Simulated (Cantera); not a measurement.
Input: 1 mol SiCl₄, 2.1 mol N₂, a varied amount of H₂, at 773.15 K and 16.0 mbar.

Cantera equilibrium calculation (NASA polynomials, part measured and part estimated; ideal gas, pure solids and liquids). Candidate condensed phases: NH₄Cl, Si, Si₃N₄; 28 gas species. N₂ is the only nitrogen source here; it is nearly inert below about 1500 K, so the nitride shown seldom forms there in practice. The numbers say what is thermodynamically allowed, not how fast it happens.

Q: What share of the Si ends up in condensed phases as a function of n(H₂) (mol), at 6.5, 8.6, 11, 15, 20, 26, 35, 46?

A: 
```csv
n(H₂) (mol),Si condensed (%),as
6.5,73.7,Si₃N₄(s)
8.6,81.0,Si₃N₄(s)
11,86.6,Si₃N₄(s)
15,92.0,Si₃N₄(s)
20,95.5,Si₃N₄(s)
26,97.4,Si₃N₄(s)
35,98.7,Si₃N₄(s)
46,99.3,Si₃N₄(s)
```
